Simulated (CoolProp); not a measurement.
Ethylene at several states: Z from the reference equation and from simpler models built on Tc = 9.2 °C, pc = 5.042 MPa, ω = 0.087; each cubic takes its own stable root.

The numbers come from the reference Helmholtz-energy equation of state, Smukala 2000 in CoolProp.

```csv
T (°C),p (MPa),phase,reference
14.55,0.207,gas,0.9868
71.75,0.796,gas,0.9714
5.75,0.77,gas,0.9444
119.15,0.176,gas,0.9960
-77.65,1.06,liquid,0.03455
-38.05,8.64,liquid,0.2595
```

Q: How far does each simpler model (van der Waals, Redlich-Kwong, Soave-Redlich-Kwong, Peng-Robinson) lie from the reference over these 6 states: mean and median of the absolute difference, and the worst?

A: 
- van der Waals: mean 16.5 %, median 0.4 %, worst +52.8 % at -77.65 °C and 1.06 MPa
- Redlich-Kwong: mean 1.9 %, median 0.1 %, worst +6.4 % at -38.05 °C and 8.64 MPa
- Soave-Redlich-Kwong: mean 1.7 %, median 0.0 %, worst +5.5 % at -38.05 °C and 8.64 MPa
- Peng-Robinson: mean 2.6 %, median 0.6 %, worst -7.7 % at -77.65 °C and 1.06 MPa
